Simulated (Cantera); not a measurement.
Feed: 1 mol Mg(OH)2, 0.012 mol C, 0.049 mol H2O, at 1250 K and 1000 Pa.

Equilibrium computed with Cantera from the NASA thermochemical tables; the gas is ideal and each condensed phase is pure. Candidate condensed phases: C, C6H6, C7H8, C8H18, H2O, Mg, MgCO3, MgO, Mg(OH)2; 116 gas species. Equilibrium is a limit: real reactors are often held back by kinetics, nucleation or transport.

Base state: H2O 0.966, H2 0.0222, CO2 0.0109, CO 0.000393 (mole fractions); condensed: MgO(s).

Problem. What changes in the equilibrium state with this change: C from 0.012 to 0.19 mol?

Solution. 
```csv
species,before,after
H2O,0.966,0.600
H2,0.0222,0.247
CO2,0.0109,0.0933
CO,0.000393,0.0600
"MgO(s), mol",1.00,1.00
```
